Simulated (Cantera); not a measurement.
A closed system holds: 1 mol Si, 0.021 mol O2, 290 mol H2, held at 1798.15 K and 1.00 bar.

Cantera equilibrium calculation (NASA polynomials, part measured and part estimated; ideal gas, pure solids and liquids). Candidate condensed phases: H2O, Si, SiO2; 18 gas species. Gases not in the tables: Si2H6 and higher silanes. Kinetics and transport are ignored.

Base state: H2 0.999, H 0.000352, SiO 0.000145, SiH2 2.95e-5 (mole fractions); condensed: Si(l).

Question: What changes in the equilibrium state with this change: temperature from 1798.15 K to 1023.15 K?

Answer: 
```
species                before    after
-------------------  --------  -------
H2                      0.999     1.00
H                    0.000352  4.16e-9
SiO                  0.000145  1.34e-9
SiH2                  2.95e-5    <1e-9
Si(l), mol              0.947        0
Si(s), mol                  0    0.979
SiO2(β-quartz), mol         0   0.0210
```
Mutual solubility and eutectic melting of coexisting phases are not modelled.

Question: What changes in the equilibrium state with this change: pressure from 1.00 bar to 0.120 Pa?

Answer: 
| species | before | after |
|---|---|---|
| H2 | 0.999 | 0.723 |
| H | 0.000352 | 0.274 |
| Si | 3.09e-6 | 0.00284 |
| SiH2 | 2.95e-5 | 2.35e-8 |
| SiO | 0.000145 | 0.000125 |
| Si(l), mol | 0.947 | 0 |

Question: What changes in the equilibrium state with this change: temperature from 1798.15 K to 1400 K?

Answer: 
```
species                before    after
-------------------  --------  -------
H2                      0.999    1.000
SiO                  0.000145  7.33e-5
H                    0.000352  4.86e-6
SiH2                  2.95e-5  3.77e-7
Si(l), mol              0.947        0
Si(s), mol                  0    0.968
SiO2(β-quartz), mol         0   0.0102
```
Mutual solubility and eutectic melting of coexisting phases are not modelled. The tables hold silica as quartz up to 1696 K and as liquid above; real silica turns to tridymite and cristobalite and melts near 1996 K.
